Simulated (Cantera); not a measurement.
Input: 1 mol Si, 0.048 mol CO2, 1.4 mol N2, at 2025 K and 13.3 mbar.

These are equilibrium values from Cantera (NASA tables, ideal gas, pure condensed phases), not measurements of a reactor. Candidate condensed phases: C, Si, SiC, SiO2, Si2N2O, Si3N4; 34 gas species. Mutual solubility and eutectic melting of coexisting phases are not modelled. The tables' values for SiN are old estimates; treat these amounts as uncertain. Equilibrium is a limit: real reactors are often held back by kinetics, nucleation or transport.

Base state: N2 0.931, SiO 0.0468, CO 0.0171, Si 0.00437, Si2N 0.000153, Si2C 0.000133, SiN 0.000119, Si2 4.80e-5 (mole fractions); condensed: Si(l) + SiC(s).

### Question
What changes in the equilibrium state with this change: 0.028 mol H2 added?

### Answer
| species | before | after |
|---|---|---|
| N2 | 0.931 | 0.913 |
| SiO | 0.0468 | 0.0458 |
| H2 | 0 | 0.0171 |
| H | 0 | 0.00218 |
| CO | 0.0171 | 0.0168 |
| HCN | 0 | 0.000122 |
| SiH | 0 | 4.22e-5 |
| Si2N | 0.000153 | 0.000152 |
| SiN | 0.000119 | 0.000118 |
| Si2 | 4.80e-5 | 4.80e-5 |
| Si(l), mol | 0.900 | 0.900 |
| SiC(s), mol | 0.0221 | 0.0219 |
Further candidate phases: C6H6, C7H8, C8H18, H2O.

### Question
What changes in the equilibrium state with this change: temperature from 2025 K to 1823 K?

### Answer
| species | before | after |
|---|---|---|
| N2 | 0.931 | 0.960 |
| SiO | 0.0468 | 0.0351 |
| CO | 0.0171 | 0.00425 |
| Si2C | 0.000133 | 3.96e-6 |
| Si2 | 4.80e-5 | 2.13e-6 |
| Si(l), mol | 0.900 | 0 |
| SiC(s), mol | 0.0221 | 0.0444 |
| Si2N2O(s), mol | 0 | 0.0630 |
| Si3N4(s), mol | 0 | 0.267 |

### Question
What changes in the equilibrium state with this change: pressure from 13.3 mbar to 0.520 bar?

### Answer
```
species          before    after
--------------  -------  -------
N2                0.931    0.977
CO               0.0171   0.0119
SiO              0.0468   0.0112
Si3             1.02e-5  5.22e-8
Si2             4.80e-5  4.21e-7
Si(l), mol        0.900        0
SiC(s), mol      0.0221   0.0383
Si2N2O(s), mol        0   0.0773
Si3N4(s), mol         0    0.266
```
